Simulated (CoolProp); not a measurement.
Saturation properties of dimethyl carbonate (Tc = 283.9 °C, pc = 4.909 MPa, ω = 0.346).

Values from CoolProp's reference Helmholtz-energy equation of state, Zhou 2011.

| T (°C) | p (MPa) | vapour density (kg/m³) | enthalpy of vaporisation (kJ/kg) | liquid cp (kJ/(kg K)) |
|---|---|---|---|---|
| 108.65 | 0.1769 | 5.247 | 362.4 | 2.007 |
| 116.25 | 0.2183 | 6.397 | 356.8 | 2.028 |
| 123.85 | 0.2668 | 7.736 | 351.0 | 2.050 |
| 131.55 | 0.3242 | 9.308 | 345.0 | 2.074 |
| 139.15 | 0.3897 | 11.10 | 338.9 | 2.098 |
| 146.75 | 0.4649 | 13.15 | 332.6 | 2.122 |
| 154.35 | 0.5507 | 15.49 | 326.1 | 2.148 |
| 161.95 | 0.6481 | 18.16 | 319.4 | 2.175 |
| 169.55 | 0.7580 | 21.20 | 312.3 | 2.204 |
| 177.25 | 0.8833 | 24.69 | 304.9 | 2.236 |
| 184.85 | 1.022 | 28.61 | 297.2 | 2.270 |
| 192.45 | 1.176 | 33.06 | 289.2 | 2.307 |
| 200.05 | 1.348 | 38.12 | 280.6 | 2.349 |

It boils at 90.1 °C under 1 atm.
